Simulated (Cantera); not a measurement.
An isothermal, constant-pressure homogeneous reactor starts with 50.0 % C2H6, 50.0 % N2, at 1250 K and 0.370 bar.

Model: GRI-Mech 3.0 (53 species, 325 reactions), integrated in Cantera. GRI-Mech 3.0 stops at C3 and has no aromatics, soot or wall deposition, so with more carbon than oxygen in the feed, carbon stays in small species such as C2H2 where larger ones or solid carbon would form.

Task: Predict: x(C2H6) at 7.00 s; x(H) at 7.00 s; x(H2) at 7.00 s.

Result: x(C2H6) at 7.00 s: 0.000907 (gas-phase equilibrium 0.000336)
x(H) at 7.00 s: 1.48e-6 (gas-phase equilibrium 3.69e-7)
x(H2) at 7.00 s: 0.318 (gas-phase equilibrium 0.212)
